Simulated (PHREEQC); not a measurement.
A solution holds 7.9 mmol/kgw NH4Cl, 0.3 mmol/kgw NH4HF2 and 1.6 mmol/kgw Na2SeO4, at 25 °C. Closed to the air; pH follows from the charge balance.

Model: ion-association model, wateq4f.dat, run in PHREEQC.

```
Item                      Result
----------------  --------------
pH                          3.78
ionic strength    0.0132 mol/kgw
total alkalinity   -0.300 meq/kg
```

| species | molality | activity | log γ |
|---|---|---|---|
| NH4+ | 0.00820 | 0.00730 | -0.050 |
| Cl- | 0.00790 | 0.00702 | -0.052 |
| Na+ | 0.00320 | 0.00285 | -0.050 |
| SeO4-2 | 0.00159 | 0.001000 | -0.202 |
| F- | 0.000491 | 0.000436 | -0.052 |
| H+ | 0.000183 | 0.000166 | -0.044 |
| HF | 0.000108 | 0.000108 | 0.001 |
| HSeO4- | 8.51e-6 | 7.57e-6 | -0.050 |
| NaF | 7.13e-7 | 7.15e-7 | 0.001 |
| HF2- | 2.04e-7 | 1.81e-7 | -0.052 |
| H2F2 | 3.05e-8 | 3.06e-8 | 0.001 |

This is a speciation only: nothing precipitates in the calculation.
